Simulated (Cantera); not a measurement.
Mixture: CH4 : O2 : N2 = 1 : 4.26 : 16 (molar parts), at 5.00 bar, adiabatic and at constant volume. Ignition delay is the time to a rise of 400 K.

Detailed kinetics in Cantera: GRI-Mech 3.0 (53 species, 325 reactions).

Q: What does this change do: CH4 1 to 1.5 parts?

A: 
```json
[
 {"quantity": "delay at 1050 K", "before": "57.9 ms", "after": "67.4 ms"},
 {"quantity": "delay at 1250 K", "before": "3.57 ms", "after": "4.27 ms"},
 {"quantity": "delay at 1450 K", "before": "0.390 ms", "after": "0.451 ms"},
 {"quantity": "delay at 1650 K", "before": "69.0 µs", "after": "73.8 µs"},
 {"quantity": "delay at 1850 K", "before": "18.5 µs", "after": "18.4 µs"},
 {"quantity": "apparent activation energy between 1650 and 1850 K", "before": "170 kJ/mol", "after": "180 kJ/mol"}
]
```
